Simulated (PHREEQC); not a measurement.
A column of 0.5 m (30 cells, dispersivity 0.025 m, 720 s a shift, diffusion coefficient 3e-10 m²/s) holds 0.14 eq of the database's cation exchanger X per kg of pore water, first in equilibrium with 0.0085 mol/kgw SrCl2, 0.00034 mol/kgw KCl and 1e-05 mol/kgw HCl. It is flushed with 52 mmol/kgw BaCl2 and 0.01 mmol/kgw HCl, at 40 °C. Values are for the last cell. The system is closed to CO2. Nothing may precipitate in this run.

Equilibrium calculation in PHREEQC: ion-association model, phreeqc.dat.

```
pore volumes  Ba in solution (mol/kgw)  K in solution (mol/kgw)  Sr in solution (mol/kgw)  Cl in solution (mol/kgw)
------------  ------------------------  -----------------------  ------------------------  ------------------------
0                                    0                 0.000340                   0.00850                    0.0174
0.35                                 0                 0.000340                   0.00851                    0.0174
0.5167                               0                 0.000359                   0.00946                    0.0193
0.6833                        5.00e-10                 0.000444                    0.0146                    0.0296
1.017                          7.25e-5                 0.000643                    0.0335                    0.0679
1.35                           0.00254                 0.000629                    0.0434                    0.0926
1.517                          0.00586                 0.000557                    0.0429                    0.0982
1.683                           0.0103                 0.000469                    0.0400                     0.101
2.017                           0.0205                 0.000301                    0.0310                     0.103
2.35                            0.0301                 0.000176                    0.0218                     0.104
2.517                           0.0341                 0.000132                         …                     0.104
2.683                           0.0375                  9.73e-5                    0.0144                     0.104
3.017                           0.0429                  5.15e-5                   0.00909                     0.104
3.35                            0.0464                  2.64e-5                   0.00555                     0.104
3.517                           0.0477                  1.88e-5                         …                     0.104
3.683                           0.0487                        …                   0.00331                     0.104
4.017                           0.0501                  6.56e-6                   0.00193                     0.104
4.35                            0.0509                  3.20e-6                   0.00111                     0.104
4.517                           0.0512                  2.23e-6                  0.000838                     0.104
4.683                           0.0514                  1.55e-6                  0.000631                     0.104
5.017                           0.0516                  7.41e-7                  0.000356                     0.104
```

Fill in the missing entries.


- 2.517, Sr in solution (mol/kgw): 0.0178
- 3.517, Sr in solution (mol/kgw): 0.00429
- 3.683, K in solution (mol/kgw): 1.33e-5

Constants without temperature data keep their 25 °C values here.
